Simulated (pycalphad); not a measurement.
Source of the numbers: pycalphad with the COST 507 light-alloy database (1999); pressure 1 atm. The database dates from 1999; later assessments differ in places, in temperatures and in the compounds included.

Molar enthalpy of Al-6.35Si-0.8Mn (at.%) in equilibrium (SER reference):

| T (K) | H (kJ/mol) | phases |
|---|---|---|
| 1850 | 58.79 | liquid |
| 1775 | 56.42 | liquid |
| 1700 | 54.05 | liquid |
| 1625 | 51.68 | liquid |
| 1550 | 49.31 | liquid |
| 1475 | 46.94 | liquid |
| 1400 | 44.57 | liquid |
| 1325 | 42.20 | liquid |
| 1250 | 39.84 | liquid |
| 1175 | 37.47 | liquid |
| 1100 | 35.11 | liquid |
| 1025 | 32.75 | liquid |
| 975 | 31.18 | liquid |
| 950 | 30.39 | liquid |
| 875 | 23.70 | liquid + fcc + ALMNSI_ALPHA |
| 825 | 13.97 | fcc + diamond (Si) + ALMNSI_ALPHA |
| 800 | 13.09 | fcc + diamond (Si) + ALMNSI_ALPHA |
| 725 | 10.62 | fcc + diamond (Si) + ALMNSI_ALPHA |
| 650 | 8.32 | fcc + diamond (Si) + ALMNSI_ALPHA |
| 575 | 6.16 | fcc + diamond (Si) + ALMNSI_ALPHA |
| 500 | 4.10 | fcc + diamond (Si) + ALMNSI_ALPHA |

Cooling from 950 K to 825 K, across the freezing range, releases 16.4 kJ/mol, or 602 J/g. The slope is 31 J/(mol K) in the liquid and 35 J/(mol K) just below the solidus, where it includes any heat of precipitation. Liquidus 941 K, solidus 850 K. Changes were sought between steps of 25 K, so a narrower field can be missed.

Database names, with the compositions (at.%) that they take in these runs: ALMNSI_ALPHA: Al 70 Mn 17 Si 12.
